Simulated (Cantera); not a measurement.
Feed: 1 mol V, 2.2 mol N2O, held at 10000 Pa.

Method: chemical equilibrium by Gibbs-energy minimisation in Cantera with the NASA 1993 tables (ideal gas, pure condensed phases). Candidate condensed phases: V, VN, VO, V2O3, V2O4, V2O5; 13 gas species. Condensed phases not in the tables: the oxides between V2O3 and V2O5 other than VO2. Rates play no part. All values below are at 1300 K.

Base state: N2 0.956, O2 0.0434, NO 0.000198 (mole fractions); condensed: V2O4(s).

Q: What changes in the equilibrium state with this change: N2O from 2.2 to 0.46 mol?

A: 
```json
[
 {"species": "N2", "before": "0.956", "after": "1.00"},
 {"species": "NO", "before": "0.000198", "after": "<1e-9"},
 {"species": "O2", "before": "0.0434", "after": "<1e-9"},
 {"species": "V2O4(s), mol", "before": "0.500", "after": "0"},
 {"species": "VN(s), mol", "before": "0", "after": "0.693"},
 {"species": "V2O3(s), mol", "before": "0", "after": "0.153"}
]
```
Mutual solubility and eutectic melting of coexisting phases are not modelled. VN: taken at fixed stoichiometry. Condensed phases not in the tables: the oxides between V2O3 and V2O5 other than VO2, V2N.
